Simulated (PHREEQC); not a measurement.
Consider water at 54 °C with 1.9 mmol/kgw Pb(NO3)2. Closed to the air; pH follows from the charge balance.

All values are PHREEQC results (ion-association model, phreeqc.dat), not measurements.

No solid was allowed to form.

**Question.** Estimate the pH, specific conductance.

**Answer.** pH 5.28; specific conductance 841 µS/cm.

**Question.** In which forms is N present?

**Answer.** NO3- 98 %, PbNO3+ 1.9 % of the N.

Saturation is exceeded, for instance for Pb(OH)2; the values hold only as long as no solid forms. Complexes and solids missing from the database can't appear. Constants without temperature data keep their 25 °C values here.
